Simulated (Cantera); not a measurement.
# Catalytic stagnation flow on Pt

A jet of CH₄ : O₂ : N₂ = 0.083 : 0.053 : 0.79 (molar parts), equivalence ratio 3.1 at 300 K and 0.0370 bar hits a platinum plate 5.6 cm away at a mass flux of 0.033 kg/m²/s; the plate temperature is set and raised in steps from an oxygen-covered start.

Cantera simulation using Deutschmann's 1995 Pt surface mechanism with GRI-Mech 3.0 gas chemistry; the numbers are that mechanism's predictions, not measurements. Catalytic surfaces can have several steady states; this one follows from the mechanism file's or the stated starting coverage.

| plate T (K) | wall x CH₄ | wall x O₂ | wall x H₂O | wall x OH | wall x CO | wall x CO₂ | θ free Pt | θ H* | θ CO* | θ C* |
|---|---|---|---|---|---|---|---|---|---|---|
| 850 | 0.0612 | 0.0164 | 0.0451 | <1e-8 | 0.0296 | 7.42e-6 | 0.241 | 0.000948 | 0.0599 | 0.698 |
| 900 | 0.0557 | 0.0142 | 0.0438 | <1e-8 | 0.0352 | 6.99e-6 | 0.275 | 0.00123 | 0.0337 | 0.690 |
| 950 | 0.0474 | 0.0112 | 0.0410 | <1e-8 | 0.0437 | 8.88e-6 | 0.330 | 0.00146 | 0.0240 | 0.645 |
| 1000 | 0.0360 | 0.00791 | 0.0360 | <1e-8 | 0.0553 | 1.51e-5 | 0.418 | 0.00171 | 0.0215 | 0.559 |
| 1050 | 0.0215 | 0.00450 | 0.0284 | <1e-8 | 0.0699 | 4.23e-5 | 0.589 | 0.00205 | 0.0256 | 0.383 |
x: mole fraction at the wall; θ: surface coverage.
